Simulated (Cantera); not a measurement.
What does this Cantera script print?

```python
import numpy as np
import cantera as ct

gas_names = [...]  # 113 gases of nasa_gas.yaml made of C, H, O, Ti
cond_names = """
    C(gr) C6H6(L) C7H8(L) C8H18(L),n-octa H2O(s) H2O(L) Ti(a) Ti(b) Ti(L) TiC(s) TiC(L) TiO(a) TiO(b)
    TiO(L) TiO2(ru) TiO2(L) Ti2O3(a) Ti2O3(b) Ti2O3(L) Ti3O5(a) Ti3O5(b) Ti3O5(L) Ti4O7(s) Ti4O7(L)
""".split()


# ... load() reads the species with a 1 bar reference pressure and builds the phases ...
atoms = {
    'Ti(OiPr)4': {'Ti': 1, 'C': 12, 'H': 28, 'O': 4},
    'H2O': {'H': 2, 'O': 1},
}
top_T = {'C(gr)': 4500}  # K; cautious upper limits of use, not melting points


# ... equilibrate(T, P, feed) seeds the gas with the atoms and calls Mixture.equilibrate('TP', solver="vcs", rtol=1e-11, max_steps=5000) ...
results = []
feed = {'Ti(OiPr)4': 1, 'H2O': 5.6}  # mol
P = 1333.22  # Pa
for T in [1150, 1250, 1350, 1450, 1550, 1650, 1750, 1850, 1950, 2050, 2150]:
    mix = equilibrate(T, P, feed)
    results.append((T, P, feed, dict(zip(mix.species_names, mix.species_moles))))
    x = sorted(zip(gas.X, gas.species_names), reverse=True)
    print(f"T = {T:g} K  P = {P:g} Pa  gas = {mix.phase_moles(0):.4g} mol")
    print("   x: " + "  ".join(f"{s} {v:.3e}" for v, s in x if v > 0.001))
    print("   condensed (mol): " + ("  ".join(f"{mix.phase(i).name} {mix.phase_moles(i):.4g}"
          for i in range(1, mix.n_phases) if mix.phase_moles(i) > 1e-12) or "none"))
```

Result:

```
T = 1150 K  P = 1333.22 Pa  gas = 27.44 mol
   x: H2 7.138e-01  CO 2.859e-01
   condensed (mol): C(gr) 4.15  Ti4O7(s) 0.25
T = 1250 K  P = 1333.22 Pa  gas = 28.13 mol
   x: H2 6.965e-01  CO 3.034e-01
   condensed (mol): C(gr) 3.1  TiC(s) 0.3624  Ti3O5(b) 0.2125
T = 1350 K  P = 1333.22 Pa  gas = 29.2 mol
   x: H2 6.712e-01  CO 3.288e-01
   condensed (mol): C(gr) 1.4  TiC(s) 1
T = 1450 K  P = 1333.22 Pa  gas = 29.2 mol
   x: H2 6.711e-01  CO 3.288e-01
   condensed (mol): C(gr) 1.399  TiC(s) 1
T = 1550 K  P = 1333.22 Pa  gas = 29.2 mol
   x: H2 6.710e-01  CO 3.287e-01
   condensed (mol): C(gr) 1.399  TiC(s) 1
T = 1650 K  P = 1333.22 Pa  gas = 29.21 mol
   x: H2 6.707e-01  CO 3.287e-01
   condensed (mol): C(gr) 1.398  TiC(s) 1
T = 1750 K  P = 1333.22 Pa  gas = 29.22 mol
   x: H2 6.698e-01  CO 3.285e-01  H 1.648e-03
   condensed (mol): C(gr) 1.395  TiC(s) 1
T = 1850 K  P = 1333.22 Pa  gas = 29.26 mol
   x: H2 6.679e-01  CO 3.281e-01  H 3.813e-03
   condensed (mol): C(gr) 1.39  TiC(s) 1
T = 1950 K  P = 1333.22 Pa  gas = 29.32 mol
   x: H2 6.641e-01  CO 3.274e-01  H 8.090e-03
   condensed (mol): C(gr) 1.379  TiC(s) 1
T = 2050 K  P = 1333.22 Pa  gas = 29.43 mol
   x: H2 6.572e-01  CO 3.261e-01  H 1.593e-02
   condensed (mol): C(gr) 1.359  TiC(s) 1
T = 2150 K  P = 1333.22 Pa  gas = 29.63 mol
   x: H2 6.455e-01  CO 3.239e-01  H 2.935e-02  C2H2,acetylene 1.250e-03
   condensed (mol): C(gr) 1.326  TiC(s) 1
```

Method: chemical equilibrium by Gibbs-energy minimisation in Cantera with the NASA 1993 tables (ideal gas, pure condensed phases). The feed counts by its element totals alone. Mutual solubility and eutectic melting of coexisting phases are not modelled. TiC: taken at fixed stoichiometry. Condensed phases not in the tables: Magnéli phases beyond Ti4O7.
